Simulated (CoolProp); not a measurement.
Vapour-liquid equilibrium of 1-butene (1) + n-butane (2) at 0.988 bar; x and y are mole fractions of (1).

Model: multi-fluid Helmholtz-energy mixture model, Lemmon 2005 and Bücker 2006; pair parameters Bell 2016, in CoolProp.

```csv
x,bubble temperature (K),y at the bubble point,dew temperature at overall composition x (K),liquid density (mol/L)
0.05,271.7,0.062,271.7,10.40
0.125,271.1,0.153,271.3,10.45
0.2,270.6,0.240,270.8,10.51
0.275,270.1,0.325,270.4,10.57
0.35,269.6,0.405,269.9,10.63
0.425,269.1,0.483,269.5,10.69
0.5,268.6,0.557,269.0,10.75
0.575,268.2,0.628,268.5,10.81
0.65,267.8,0.697,268.1,10.87
0.725,267.4,0.764,267.6,10.93
0.8,267.0,0.829,267.2,11.00
0.875,266.7,0.893,266.8,11.06
0.95,266.4,0.957,266.4,11.12
```

No azeotrope shows between x = 0.05 and 0.95.

The pair parameters rest on a limited set of measurements; away from them the model extrapolates.
